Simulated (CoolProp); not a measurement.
R125 along the isobar 3.86 MPa: density (kg/m³) from the reference equation and from simpler models built on Tc = 339.2 K, pc = 3.618 MPa, ω = 0.305; each cubic takes its own stable root.

Computed with CoolProp (reference Helmholtz-energy equation of state, Lemmon 2005).

```
T (K)          phase  reference  Redlich-Kwong  Soave-Redlich-Kwong  Peng-Robinson
-----  -------------  ---------  -------------  -------------------  -------------
324.5         liquid       1043          840.5                873.9          980.6
340.5  supercritical      769.8          605.6                594.6          650.0
356.4  supercritical      267.6          274.2                261.0          274.5
372.4  supercritical      219.2          226.1                215.2          224.6
388.3  supercritical      192.6          199.2                189.5          196.9
404.3  supercritical      174.4          180.5                171.7          177.7
420.2  supercritical      160.8          166.4                158.3          163.4
436.2  supercritical      149.9          155.0                147.5          151.9
452.1  supercritical      140.9          145.6                138.6          142.5
468.1  supercritical      133.3          137.6                131.0          134.5
484    supercritical      126.7          130.7                124.5          127.6
500    supercritical      120.9          124.5                118.8          121.6
```
